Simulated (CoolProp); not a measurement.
Vapour-liquid equilibrium of toluene (1) + m-xylene (2) at 13.6 bar; x and y are mole fractions of (1).

The numbers come from the multi-fluid Helmholtz-energy mixture model, Lemmon 2006 and Zhou 2012; pair parameters Bell 2016 in CoolProp.

```
x      bubble temperature (K)  y at the bubble point  dew temperature at overall composition x (K)  liquid density (mol/L)
-----  ----------------------  ---------------------  --------------------------------------------  ----------------------
0.05                    542.2                  0.070                                         542.8                   5.631
0.125                   539.0                  0.171                                           [?]                   5.718
0.2                     535.8                  0.267                                         538.0                   5.805
0.275                   532.8                  0.357                                         535.6                   5.893
0.35                      [?]                  0.441                                         533.0                   5.980
0.425                   526.9                  0.521                                         530.4                   6.068
0.5                     524.2                  0.595                                         527.7                   6.155
0.575                   521.6                  0.664                                         524.9                   6.243
0.65                    519.1                  0.729                                         522.1                   6.332
0.725                   516.8                    [?]                                         519.3                   6.421
0.8                       [?]                  0.850                                         516.4                   6.513
0.875                   512.5                  0.907                                           [?]                   6.606
0.95                    510.6                  0.963                                         511.0                     [?]
```

Task: Complete the blanks.

Result: 
- 0.125, dew temperature at overall composition x (K): 540.4
- 0.35, bubble temperature (K): 529.8
- 0.725, y at the bubble point: 0.791
- 0.8, bubble temperature (K): 514.6
- 0.875, dew temperature at overall composition x (K): 513.7
- 0.95, liquid density (mol/L): 6.702

No azeotrope shows between x = 0.05 and 0.95.

The pair parameters rest on a limited set of measurements; away from them the model extrapolates.
